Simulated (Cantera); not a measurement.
Feed: 1 mol CH3SiCl3, 1.2 mol C2H2, 270 mol H2, at 2175 K.

Cantera equilibrium calculation (NASA polynomials, part measured and part estimated; ideal gas, pure solids and liquids). Candidate condensed phases: C, C6H6, C7H8, C8H18, Si, SiC; 109 gas species. The feed counts by its element totals alone. Gases not in the tables: Si2H6 and higher silanes. Rates play no part.

Task: Which condensed phases are stable at each of these points (P (Pa)): 100, 240, 560, 1300, 3200, 7500, 18000, 42000, 100000?

Result: 
| P (Pa) | condensed phases | Si condensed (%) |
|---|---|---|
| 100 | C(graphite) | 0.0 |
| 240 | C(graphite) | 0.0 |
| 560 | C(graphite) | 0.0 |
| 1300 | C(graphite) + SiC(s) | 20.3 |
| 3200 | C(graphite) + SiC(s) | 66.1 |
| 7500 | C(graphite) + SiC(s) | 84.2 |
| 18000 | C(graphite) + SiC(s) | 92.3 |
| 42000 | C(graphite) + SiC(s) | 95.7 |
| 100000 | C(graphite) + SiC(s) | 97.2 |

From 0.00100 bar to 0.00560 bar the condensed part is C(graphite). From 0.0130 bar to 1.00 bar the condensed part is C(graphite) + SiC(s).
